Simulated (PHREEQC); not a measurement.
Consider water at 30 °C with 0.034 mol Cu(BF4)2, 0.00018 mol HCl and 0.0088 mol NaCl per kg of water. Closed to the air; pH follows from the charge balance.

Equilibrium calculation in PHREEQC: ion-association model, wateq4f.dat.

```json
{
  "pH": "2.70",
  "ionic_strength": "0.111 mol/kgw",
  "total_alkalinity": "-204 meq/kg"
}
```

```tsv
species	molality	activity	log γ
BF4-	0.0622	0.0456	-0.135
Cu+2	0.0330	0.0127	-0.414
Na+	0.00879	0.00681	-0.111
Cl-	0.00861	0.00649	-0.122
HF	0.00690	0.00708	0.011
BF3OH-	0.00356	0.00261	-0.135
F-	0.00288	0.00217	-0.124
```

Precipitation was switched off in this run. Species that the database lacks are ignored. Real BF4- forms and hydrolyses slowly; the run takes it at equilibrium.
